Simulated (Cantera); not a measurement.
A closed system holds: 1 mol C2H6, 0.076 mol CO2, 8 mol N2, equilibrated at 0.133 bar.

Equilibrium computed with Cantera from the NASA thermochemical tables; the gas is ideal and each condensed phase is pure. Candidate condensed phases: C, C6H6, C7H8, C8H18, H2O; 136 gas species. Rates play no part.

Task: At 2775 K, list the 4 most abundant gas species with their mole fractions, and the condensed phases.

Result: N2 0.658, H2 0.181, H 0.0873, HCN 0.0454. Condensed: C(graphite).
